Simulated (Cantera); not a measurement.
A closed system holds: 1 mol C, 14 mol H2, equilibrated at 1448 K and 13300 Pa.

Cantera equilibrium calculation (NASA polynomials, part measured and part estimated; ideal gas, pure solids and liquids). Candidate condensed phases: C, C6H6, C7H8, C8H18; 76 gas species. Rates play no part.

Base state: H2 1.000, CH4 0.000444, H 2.52e-5 (mole fractions); condensed: C(graphite).

**Question.** What changes in the equilibrium state with this change: temperature from 1448 K to 750 K?

**Answer.** 
```csv
species,before,after
H2,1.000,0.923
CH4,0.000444,0.0769
H,2.52e-5,<1e-9
"C(graphite), mol",0.994,0
```
